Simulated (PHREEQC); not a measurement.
A made-up water analysis in mg/L, 25 °C, pH 2.57, pe 12.1: Na 95.3; K 8.79; Ca 125; Mg 47.9; Cl 30.5; S(6) as SO4 1140; Zn 0.113; Al 53.7; Ni 3.63; O(0) (dissolved oxygen) 0.102; Sr 0.292; Br 1.32.

Valence states are taken as typed.

The numbers come from PHREEQC with the ion-association model, wateq4f.dat.

No solid was allowed to form.

Question: Order these Zn species by the share of Zn that they hold, largest first: Zn+2, Zn(SO4)2-2, ZnSO4.

Answer: Zn+2 (66 %), ZnSO4 (32 %), Zn(SO4)2-2 (1.9 %)

The pH is 2.57 and the ionic strength 0.0286 mol/kgw. Complexes and solids missing from the database can't appear.
